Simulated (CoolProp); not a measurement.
Vapour-liquid equilibrium of cyclohexane (1) + ethylbenzene (2) at 0.0672 bar; x and y are mole fractions of (1).

Model: multi-fluid Helmholtz-energy mixture model, Zhou 2014 and Zhou 2012; pair parameters Bell 2016, in CoolProp.

| x | bubble temperature (K) | y at the bubble point | dew temperature at overall composition x (K) | liquid density (mol/L) |
|---|---|---|---|---|
| 0.05 | 323.1 | 0.337 | 329.9 | 7.963 |
| 0.2 | 307.9 | 0.736 | 326.6 | 8.234 |
| 0.35 | 299.5 | 0.862 | 322.7 | 8.458 |
| 0.5 | 294.3 | 0.918 | 318.1 | 8.663 |
| 0.65 | 290.6 | 0.950 | 312.2 | 8.863 |
| 0.8 | 287.7 | 0.973 | 304.1 | 9.065 |
| 0.95 | 285.1 | 0.993 | 290.6 | 9.277 |

No azeotrope shows between x = 0.05 and 0.95.

Pair parameters are fitted to limited data, so mixtures are less certain than the pure fluids.
